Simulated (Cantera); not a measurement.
A Cantera script and what it prints.

```python
import numpy as np
import cantera as ct

gas_names = """
    B BF BF2 BF3 BN B2 F F2 N NF NF2 NF3 N2
""".split()
cond_names = """
    B(b) B(L) BN(s)
""".split()


# ... load() reads the species with a 1 bar reference pressure and builds the phases ...
atoms = {
    'BN': {'B': 1, 'N': 1},
    'NF3': {'N': 1, 'F': 3},
}
top_T = {'BN(s)': 3200}  # K; cautious upper limits of use, not melting points


# ... equilibrate(T, P, feed) seeds the gas with the atoms and calls Mixture.equilibrate('TP', solver="vcs", rtol=1e-11, max_steps=5000) ...
results = []
feed = {'BN': 1, 'NF3': 2.1}  # mol
T = 950  # K
for P in [1, 6.8, 46, 320, 2200, 15000, 100000]:
    mix = equilibrate(T, P, feed)
    results.append((T, P, feed, dict(zip(mix.species_names, mix.species_moles))))

top = {s: max(r[3][s] / sum(r[3][g] for g in gas_names) for r in results) for s in gas_names}
cols = sorted((s for s in top if top[s] > 0.001), key=lambda s: -top[s])[:5]
seen = [c for c in cond_names if any(r[3].get(c, 0) > 1e-12 for r in results)]
print("log10 of partial pressures in bar; condensed amounts in mol")
print(f"{'P/Pa':>10s}" + "".join(f"{s[:9]:>10s}" for s in cols + seen))
for T, P, feed, n in results:
    ng = sum(n[g] for g in gas_names)
    print(f"{P:10.4g}" + "".join(f"{np.log10(max(n[s] / ng * P / 1e5, 1e-99)):10.3f}" for s in cols)
          + "".join(f"{n.get(c, 0):10.4g}" for c in seen))
```

It prints:

```
log10 of partial pressures in bar; condensed amounts in mol
      P/Pa         F        N2        F2       BF3       NF3
         1    -5.250    -5.576    -8.030    -5.767   -14.868
       6.8    -4.423    -4.742    -6.377    -4.932   -11.970
        46    -3.627    -3.899    -4.785    -4.089    -9.162
       320    -2.922    -3.018    -3.374    -3.208    -6.604
      2200    -2.361    -2.136    -2.254    -2.325    -4.483
   1.5e+04    -1.896    -1.278    -1.322    -1.459    -2.656
     1e+05    -1.510    -0.453    -0.551    -0.595    -1.088
```

Equilibrium computed with Cantera from the NASA thermochemical tables; the gas is ideal and each condensed phase is pure.
